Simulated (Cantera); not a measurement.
Charge: 1 mol Si, a varied amount of N2O, 12 mol H2, held at 1875 °C and 860 Pa.

These are equilibrium values from Cantera (NASA tables, ideal gas, pure condensed phases), not measurements of a reactor. Candidate condensed phases: H2O, Si, SiO2, Si2N2O, Si3N4; 35 gas species. Gases not in the tables: Si2H6 and higher silanes. Rates play no part.

### Question
Which condensed phases are stable at each of these points (n(N2O) (mol)): 0.55, 0.66, 0.8, 0.97, 1.2, 1.4, 1.7, 2.1, 2.5, 3?

### Answer
```tsv
n(N2O) (mol)	condensed phases	Si condensed (%)
0.55	Si(l)	6.3
0.66	gas only	0.0
0.8	gas only	0.0
0.97	gas only	0.0
1.2	gas only	0.0
1.4	gas only	0.0
1.7	gas only	0.0
2.1	gas only	0.0
2.5	gas only	0.0
3	gas only	0.0
```

At 0.55 mol N2O the condensed part is Si(l). From 0.66 mol N2O to 3 mol N2O nothing is condensed.
